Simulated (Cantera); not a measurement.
Feed: 1 mol Ca(OH)₂, 0.4 mol CO₂, 0.042 mol H₂O, at 35.3 Torr.

These are equilibrium values from Cantera (NASA tables, ideal gas, pure condensed phases), not measurements of a reactor. Candidate condensed phases: C, C₆H₆, C₇H₈, C₈H₁₈, Ca, CaCO₃, CaO, Ca(OH)₂, H₂O; 115 gas species. Kinetics and transport are ignored.

Problem. Which condensed phases are stable at each of these points (T (°C)): 350, 500, 650, 800, 950, 1100, 1250, 1400, 1550, 1700, 1850, 2000?

Solution. 
```json
[
 {"T (°C)": "350", "condensed phases": "CaCO₃(calcite) + Ca(OH)₂(s)", "Ca condensed (%)": "100.0"},
 {"T (°C)": "500", "condensed phases": "CaCO₃(calcite) + CaO(s)", "Ca condensed (%)": "100.0"},
 {"T (°C)": "650", "condensed phases": "CaCO₃(calcite) + CaO(s)", "Ca condensed (%)": "100.0"},
 {"T (°C)": "800", "condensed phases": "CaO(s)", "Ca condensed (%)": "100.0"},
 {"T (°C)": "950", "condensed phases": "CaO(s)", "Ca condensed (%)": "100.0"},
 {"T (°C)": "1100", "condensed phases": "CaO(s)", "Ca condensed (%)": "100.0"},
 {"T (°C)": "1250", "condensed phases": "CaO(s)", "Ca condensed (%)": "100.0"},
 {"T (°C)": "1400", "condensed phases": "CaO(s)", "Ca condensed (%)": "100.0"},
 {"T (°C)": "1550", "condensed phases": "CaO(s)", "Ca condensed (%)": "100.0"},
 {"T (°C)": "1700", "condensed phases": "CaO(s)", "Ca condensed (%)": "100.0"},
 {"T (°C)": "1850", "condensed phases": "CaO(s)", "Ca condensed (%)": "100.0"},
 {"T (°C)": "2000", "condensed phases": "CaO(s)", "Ca condensed (%)": "99.9"}
]
```

At 350 °C the condensed part is CaCO₃(calcite) + Ca(OH)₂(s). From 500 °C to 650 °C the condensed part is CaCO₃(calcite) + CaO(s). From 800 °C to 2000 °C the condensed part is CaO(s).
